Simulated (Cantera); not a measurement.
Feed: 1 mol SiH2Cl2, 0.28 mol N2, held at 1773.15 K and 0.0190 bar.

Equilibrium computed with Cantera from the NASA thermochemical tables; the gas is ideal and each condensed phase is pure. Candidate condensed phases: NH4Cl, Si, Si3N4; 28 gas species. The tables' values for SiCl3, SiCl are old estimates; treat these amounts as uncertain. Rates play no part.

Base state: H2 0.345, SiCl2 0.332, HCl 0.189, N2 0.123, SiCl3 0.00836, H 0.00121, Cl 0.000510, SiCl 0.000506 (mole fractions); condensed: Si(l).

Question: What changes in the equilibrium state with this change: 0.016 mol H2O added?

Answer: 
```tsv
species	before	after
H2	0.345	0.346
SiCl2	0.332	0.326
HCl	0.189	0.188
SiO	0	0.00694
N2	0.123	0.122
SiCl4	0.000358	0.000347
SiCl3	0.00836	0.00816
Si(l), mol	0.225	0.210
```
Further candidate phases: H2O, SiO2, Si2N2O.

Question: What changes in the equilibrium state with this change: pressure from 0.0190 bar to 8.20e-5 bar?

Answer: 
```json
[
 {"species": "SiCl2", "before": "0.332", "after": "0.322"},
 {"species": "H2", "before": "0.345", "after": "0.321"},
 {"species": "HCl", "before": "0.189", "after": "0.179"},
 {"species": "Si", "before": "0.000112", "after": "0.0260"},
 {"species": "H", "before": "0.00121", "after": "0.0178"},
 {"species": "N2", "before": "0.123", "after": "0.118"},
 {"species": "SiH2Cl2", "before": "1.18e-5", "after": "4.60e-8"},
 {"species": "SiHCl3", "before": "0.000154", "after": "6.11e-7"},
 {"species": "SiCl4", "before": "0.000358", "after": "1.45e-6"},
 {"species": "Si2", "before": "6.25e-7", "after": "0.000145"},
 {"species": "Si3", "before": "1.51e-7", "after": "3.50e-5"},
 {"species": "Si(l), mol", "before": "0.225", "after": "0.151"}
]
```
The tables' values for SiCl, SiCl3, SiN are old estimates; treat these amounts as uncertain.

Question: What changes in the equilibrium state with this change: SiH2Cl2 replaced by SiH4?

Answer: 
```tsv
species	before	after
H2	0.345	0.875
N2	0.123	0.123
H	0.00121	0.00193
SiCl2	0.332	0
HCl	0.189	0
Si	0.000112	0.000112
SiCl3	0.00836	0
Cl	0.000510	0
SiCl	0.000506	0
SiCl4	0.000358	0
Si(l), mol	0.225	1.000
```
Gases not in the tables: Si2H6 and higher silanes.
